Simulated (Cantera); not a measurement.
Cantera with NASA thermochemical tables; ideal gases at 1 bar, condensed phases pure. Values are per mole of reaction as written; species without (g) are pure solids or liquids, kept so even where they would boil at 1 bar.

Cu + F2(g) ⇌ CuF2, with ΔH° = -538.9 kJ and ΔS° = -158.4 J/K at 300 K.

How far is the shortcut ΔG° ≈ ΔH°(300 K) − T·ΔS°(300 K) from the full temperature-dependent value at 1200, 1250, 1300, 1350, 1400, 1450 K?


```json
[
 {"T (K)": "1200", "shortcut (kJ)": "-348.8", "full (kJ)": "-366.4", "difference (kJ)": "17.6", "difference in log10 K": "-0.77", "condensed phases": "Cu(s), CuF2(l)"},
 {"T (K)": "1250", "shortcut (kJ)": "-340.8", "full (kJ)": "-362.3", "difference (kJ)": "21.5", "difference in log10 K": "-0.90", "condensed phases": "Cu(s), CuF2(l)"},
 {"T (K)": "1300", "shortcut (kJ)": "-332.9", "full (kJ)": "-358.4", "difference (kJ)": "25.4", "difference in log10 K": "-1.02", "condensed phases": "Cu(s), CuF2(l)"},
 {"T (K)": "1350", "shortcut (kJ)": "-325.0", "full (kJ)": "-354.4", "difference (kJ)": "29.4", "difference in log10 K": "-1.14", "condensed phases": "Cu(s), CuF2(l)"},
 {"T (K)": "1400", "shortcut (kJ)": "-317.1", "full (kJ)": "-350.2", "difference (kJ)": "33.1", "difference in log10 K": "-1.23", "condensed phases": "Cu(l), CuF2(l)"},
 {"T (K)": "1450", "shortcut (kJ)": "-309.2", "full (kJ)": "-345.9", "difference (kJ)": "36.7", "difference in log10 K": "-1.32", "condensed phases": "Cu(l), CuF2(l)"}
]
```
The shortcut ignores heat capacities and the phase changes listed.
